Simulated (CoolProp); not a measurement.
Vapour-liquid equilibrium of n-hexane (1) + n-decane (2) at 25.35 °C; x and y are mole fractions of (1).

Computed with CoolProp (multi-fluid Helmholtz-energy mixture model, Thol 2019 and Lemmon 2006; pair parameters Kunz 2012).

### Question
Give the bubble pressure and the first vapour's composition at x = 0.05, 0.35, 0.5. Is there an azeotrope?

### Answer
x = 0.05: 1.154 kPa, y = 0.846; x = 0.35: 7.092 kPa, y = 0.983; x = 0.5: 10.16 kPa, y = 0.991. No azeotrope shows between x = 0.05 and 0.95.

Pair parameters are fitted to limited data, so mixtures are less certain than the pure fluids.
